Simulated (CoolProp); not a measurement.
Vapour-liquid equilibrium of carbon dioxide (1) + C2F6 (R116) (2) at 1.36 MPa; x and y are mole fractions of (1).

Values from CoolProp's multi-fluid Helmholtz-energy mixture model, Span 1996 and Lemmon 2006; pair parameters Bell 2016.

Question: Give the bubble temperature and the first vapour's composition at x = 0.2, 0.725, 0.875. Is there an azeotrope?

Answer: x = 0.2: -24.0 °C, y = 0.390; x = 0.725: -34.6 °C, y = 0.748; x = 0.875: -34.2 °C, y = 0.831. y crosses x between x = 0.725 and 0.8: the model has an azeotrope there.

Pair parameters are fitted to limited data, so mixtures are less certain than the pure fluids.
